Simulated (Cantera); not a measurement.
Input: 1 mol SiC, 0.57 mol N2O, 140 mol H2, at 2.90 mbar.

Method: chemical equilibrium by Gibbs-energy minimisation in Cantera with the NASA 1993 tables (ideal gas, pure condensed phases). Candidate condensed phases: C, C6H6, C7H8, C8H18, H2O, Si, SiC, SiO2, Si2N2O, Si3N4; 151 gas species. Gases not in the tables: Si2H6 and higher silanes. Rates play no part.

x: gas mole fraction; n: condensed amount in mol.

```
T (K)   x H2      x H      x Si     x N2  n SiC(s)
-----  -----  -------  --------  -------  --------
1675   0.990  0.00214   3.26e-5  0.00403     0.711
1750   0.987  0.00429  0.000138  0.00402     0.702
1825   0.983  0.00811  0.000484  0.00400     0.673
1900   0.976   0.0146   0.00133  0.00396     0.603
1975   0.964        ?         ?  0.00389         ?
2050   0.946        ?         ?  0.00370         ?
2125   0.920   0.0647   0.00591  0.00340         0
2200   0.886   0.0985   0.00612  0.00331         0
```

Task: Fill in the missing entries.

Result: 
- 2050, x H: 0.0410
- 2050, x Si: 0.00409
- 2050, n SiC(s): 0.307
- 1975, x H: 0.0249
- 1975, x Si: 0.00267
- 1975, n SiC(s): 0.482
